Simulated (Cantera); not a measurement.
**Oxide etching and cleaning by halides: SiO2 + HBr + O2**

Feed: 1 mol SiO2, 1.8 mol HBr, 1 mol O2, held at 1.00 bar.

Cantera equilibrium calculation (NASA polynomials, part measured and part estimated; ideal gas, pure solids and liquids). Candidate condensed phases: Br2, H2O, Si, SiO2; 28 gas species. The tables hold silica as quartz up to 1696 K and as liquid above; real silica turns to tridymite and cristobalite and melts near 1996 K. Gases not in the tables: Si(OH)4. Rates play no part.

From 698 K to 773 K the condensed part is SiO2(α-quartz). From 848 K to 1598 K the condensed part is SiO2(β-quartz).

```
T (K)  log p H2O  log p Br2  log p O2  log p Br  log p HBr  n SiO2(α-quartz)  n SiO2(β-quartz)
-----  ---------  ---------  --------  --------  ---------  ----------------  ----------------
698        -0.42      -0.42     -0.63     -4.66      -3.69              1.00                 0
773        -0.42      -0.42     -0.63     -3.95      -3.19              1.00                 0
848        -0.42      -0.42     -0.63     -3.37      -2.77                 0              1.00
923        -0.42      -0.42     -0.63     -2.88      -2.42                 0              1.00
998        -0.42      -0.42     -0.63     -2.46      -2.13                 0              1.00
1073       -0.43      -0.43     -0.63     -2.11      -1.88                 0              1.00
1148       -0.44      -0.44     -0.63     -1.80      -1.67                 0              1.00
1223       -0.45      -0.46     -0.63     -1.54      -1.49                 0              1.00
1298       -0.46      -0.49     -0.63     -1.31      -1.34                 0              1.00
1373       -0.48      -0.53     -0.63     -1.11      -1.21                 0              1.00
1448       -0.50      -0.59     -0.63     -0.94      -1.11                 0              1.00
1523       -0.53      -0.66     -0.63     -0.80      -1.03                 0              1.00
1598       -0.55      -0.75     -0.64     -0.69      -0.97                 0              1.00
```
log p: log10 of the partial pressure in bar; n: condensed amount in mol.
